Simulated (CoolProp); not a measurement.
Model: reference Helmholtz-energy equation of state, Span 1996, in CoolProp.

Task: For carbon dioxide, give the phase and the Prandtl number at 53.05 °C and 0.0796 MPa; 53.05 °C and 2.14 MPa.

Result: 
- 53.05 °C and 0.0796 MPa: gas; Prandtl number 0.757
- 53.05 °C and 2.14 MPa: gas; Prandtl number 0.826

Viscosity comes from a separate model (Laesecke 2017). Thermal conductivity comes from a separate model (Huber 2016).
